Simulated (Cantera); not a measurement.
## SiCl4 + C2H4 + H2 (silicon carbide growth)

A closed system holds: 1 mol SiCl4, 0.3 mol C2H4, a varied amount of H2, held at 2198 K and 910 Pa.

Equilibrium computed with Cantera from the NASA thermochemical tables; the gas is ideal and each condensed phase is pure. Candidate condensed phases: C, C6H6, C7H8, C8H18, Si, SiC; 109 gas species. The tables' values for SiCl are old estimates; treat these amounts as uncertain. Gases not in the tables: Si2H6 and higher silanes. Kinetics and transport are ignored.

From 25 mol H2 to 130 mol H2 the condensed part is SiC(s). From 190 mol H2 to 950 mol H2 nothing is condensed. The main Si-bearing gas is Si throughout.

```tsv
n(H2) (mol)	log p H2	log p HCl	log p H	log p Si	log p SiCl2	log p Cl	n SiC(s)
25	-2.13	-2.96	-3.32	-4.18	-4.24	-4.29	0.534
38	-2.11	-3.11	-3.31	-4.20	-4.59	-4.45	0.495
57	-2.10	-3.27	-3.30	-4.24	-4.95	-4.61	0.420
85	-2.09	-3.43	-3.30	-4.28	-5.32	-4.78	0.290
130	-2.08	-3.60	-3.30	-4.32	-5.72	-4.96	0.0568
190	-2.08	-3.76	-3.29	-4.43	-6.15	-5.12	0
280	-2.07	-3.93	-3.29	-4.57	-6.62	-5.28	0
420	-2.07	-4.10	-3.29	-4.73	-7.13	-5.46	0
630	-2.07	-4.27	-3.29	-4.89	-7.64	-5.63	0
950	-2.07	-4.45	-3.29	-5.06	-8.17	-5.81	0
```
log p: log10 of the partial pressure in bar; n: condensed amount in mol.
